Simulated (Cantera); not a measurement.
Charge: 1 mol SiC, 0.3 mol O2, 110 mol H2, at 1523 K and 0.133 bar.

These are equilibrium values from Cantera (NASA tables, ideal gas, pure condensed phases), not measurements of a reactor. Candidate condensed phases: C, C6H6, C7H8, C8H18, H2O, Si, SiC, SiO2; 123 gas species. Mutual solubility and eutectic melting of coexisting phases are not modelled. The tables hold silica as quartz up to 1696 K and as liquid above; real silica turns to tridymite and cristobalite and melts near 1996 K. Equilibrium is a limit: real reactors are often held back by kinetics, nucleation or transport.

### Question
What is the equilibrium state?

### Answer
| Item | Result |
|---|---|
| x(H2) | 0.995 |
| x(CO) | 0.00259 |
| x(SiO) | 0.00238 |
| x(H) | 6.31e-5 |
| x(CH4) | 1.47e-5 |
| x(H2O) | 1.03e-5 |
| n(SiC(s)) | 0.712 mol |
| n(SiO2(β-quartz)) | 0.0248 mol |
| gas amount | 110.6 mol |
| log10 activity of Si(s) (absent) | -0.78 |
| log10 activity of C(graphite) (absent) | -1.31 |
